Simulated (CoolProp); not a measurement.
Dodecamethylpentasiloxane (MD3M) along the isobar 5460 kPa: density (kg/m³) from the reference equation and from simpler models built on Tc = 354.9 °C, pc = 954.0 kPa, ω = 0.730; each cubic takes its own stable root.

Computed with CoolProp (reference Helmholtz-energy equation of state, Thol 2019).

```
T (°C)   phase  reference  van der Waals  Redlich-Kwong  Soave-Redlich-Kwong  Peng-Robinson
------  ------  ---------  -------------  -------------  -------------------  -------------
-12.35  liquid      911.6          501.2          730.9                757.3          846.3
1.15    liquid      898.9          497.7          724.6                752.7          841.3
14.65   liquid      886.4          494.3          718.1                747.7          836.0
28.25   liquid      873.8          490.8          711.5                742.5          830.5
41.75   liquid      861.4          487.3          704.7                737.1          824.7
55.25   liquid      849.1          483.7          697.8                731.4          818.6
68.75   liquid      836.7          480.1          690.7                725.5          812.1
82.25   liquid      824.4          476.5          683.5                719.2          805.4
95.75   liquid      812.0          472.9          676.1                712.6          798.3
109.25  liquid      799.6          469.2          668.6                705.8          790.8
122.75  liquid      787.2          465.5          661.0                698.6          783.0
136.35  liquid      774.7          461.8          653.1                691.0          774.7
149.85  liquid      762.1          458.0          645.2                683.1          766.0
163.35  liquid      749.5          454.2          637.1                674.8          756.9
176.85  liquid      736.8          450.4          628.9                666.1          747.3
190.35  liquid      724.0          446.5          620.6                657.1          737.2
```
